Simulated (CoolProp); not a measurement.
Vapour-liquid equilibrium of CH2F2 (R32) (1) + R125 (2) at 226.6 K; x and y are mole fractions of (1).

Values from CoolProp's multi-fluid Helmholtz-energy mixture model, Tillner-Roth 1997 and Lemmon 2005; pair parameters Lemmon 2004.

```
x     bubble pressure, mixture model (kPa)  bubble pressure, Raoult's law (kPa)  y, mixture model  y, Raoult's law
----  ------------------------------------  -----------------------------------  ----------------  ---------------
0.05                                 110.9                                110.3             0.064            0.059
0.2                                  116.2                                113.5             0.245            0.230
0.35                                 121.0                                116.7             0.406            0.392
0.5                                  125.1                                119.9             0.550            0.544
0.65                                 128.4                                123.1             0.683            0.689
0.8                                  130.4                                126.3             0.812            0.827
0.95                                 130.9                                129.5             0.949            0.958
```

The largest gap from Raoult's law is +4.3 % in bubble pressure, at x = 0.5. y crosses x between x = 0.8 and 0.95: the model has an azeotrope there.

The pair parameters rest on a limited set of measurements; away from them the model extrapolates.
